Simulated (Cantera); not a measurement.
A perfectly stirred reactor is fed with CH4 : O2 : N2 : CO2 = 1 : 1.67 : 6.27 : 1.2 (molar parts), equivalence ratio 1.2, at 11.0 bar; it is adiabatic with a 448 K inlet, and is followed from long to short residence time, starting on the burning branch (τ in s: 0.22, 0.076, 0.026, 0.0091, 0.0031, 0.0011, 0.00037, 0.00013, 4.5e-05, 1.5e-05).

Computed with Cantera and GRI-Mech 3.0 (53 species, 325 reactions).

Problem. What does this change do: 0.99 parts H2O added?

Solution. 
```csv
quantity,before,after
"blow-out, bracketed by the residence times tried","burning at 0.370 ms, out at 0.130 ms","burning at 1.10 ms, out at 0.370 ms"
x(CH4) at τ = 0.220 s,5.50e-5,0.000381
x(O2) at τ = 0.220 s,6.31e-5,0.000144
x(CO2) at τ = 0.220 s,0.160,0.151
x(HCO) at τ = 0.220 s,1.63e-8,8.25e-9
x(C2H6) at τ = 0.220 s,3.84e-9,1.08e-7
x(CH4) at τ = 1.10 ms,0.00147,0.00478
x(O2) at τ = 1.10 ms,0.00472,0.0116
x(CO2) at τ = 1.10 ms,0.156,0.145
x(HCO) at τ = 1.10 ms,3.48e-7,2.46e-7
x(C2H6) at τ = 1.10 ms,7.92e-6,7.99e-5
```

Problem. What does this change do: pressure from 11.0 bar to 4.70 bar?

Solution. 
```tsv
quantity	before	after
blow-out, bracketed by the residence times tried	burning at 0.370 ms, out at 0.130 ms	burning at 1.10 ms, out at 0.370 ms
x(CH4) at τ = 0.220 s	5.50e-5	3.41e-5
x(O2) at τ = 0.220 s	6.31e-5	8.65e-5
x(CO2) at τ = 0.220 s	0.160	0.159
x(HCO) at τ = 0.220 s	1.63e-8	1.75e-8
x(C2H6) at τ = 0.220 s	3.84e-9	2.10e-9
x(CH4) at τ = 1.10 ms	0.00147	0.000426
x(O2) at τ = 1.10 ms	0.00472	0.00320
x(CO2) at τ = 1.10 ms	0.156	0.155
x(HCO) at τ = 1.10 ms	3.48e-7	8.82e-7
x(C2H6) at τ = 1.10 ms	7.92e-6	6.79e-7
```
